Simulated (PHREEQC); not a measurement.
## Acid mine or pickling water: speciation

Synthetic water in mg/kgw, 62 °C, pH 4.19, pe 12:

```tsv
constituent	mg/kgw
Na	167
K	124
Ca	332
Mg	200
Cl	360
S(6) as SO4	1610
Li	1.36
Al	1.78
N(5) as NO3	2.52
B	1.77
```

Cl is adjusted to close the charge balance.
Valence states are taken as typed.

Computed with PHREEQC (ion-association model, wateq4f.dat).

This is a speciation only: nothing precipitates in the calculation.

**Question.** Estimate the ionic strength.

**Answer.** ionic strength 0.0485 mol/kgw.

**Question.** In which forms is Na present?

**Answer.** Na+ 98 %, NaSO4- 2.5 % of the Na.

Saturation is exceeded, for instance for Boehmite (slow to form), Gibbsite (slow to form); the values hold only as long as no solid forms. Complexes and solids missing from the database can't appear. Constants without temperature data keep their 25 °C values here.
